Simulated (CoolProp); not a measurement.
The fluid at 460.38 K and 1.28 MPa is throttled through a valve to 0.723 MPa with no heat exchange. The same conditions are run with several fluids, on thermodynamics alone (safety and materials aside).

Values from CoolProp's reference Helmholtz-energy equation of state of each fluid (sulfur hexafluoride: Guder 2009; R152A: Outcalt 1996; R143a: Lemmon and Jacobsen 2000; n-perfluoropentane: Gao 2022; trans-2-butene: Lemmon 2005).

```json
[
 {"fluid": "sulfur hexafluoride", "temperature change (K)": "-1.7", "final density (kg/m³)": "28.2"},
 {"fluid": "R152A", "temperature change (K)": "-3.9", "final density (kg/m³)": "13.0"},
 {"fluid": "R143a", "temperature change (K)": "-2.9", "final density (kg/m³)": "16.4"},
 {"fluid": "n-perfluoropentane", "temperature change (K)": "-4.0", "final density (kg/m³)": "60.6"},
 {"fluid": "trans-2-butene", "temperature change (K)": "-4.4", "final density (kg/m³)": "11.3"}
]
```
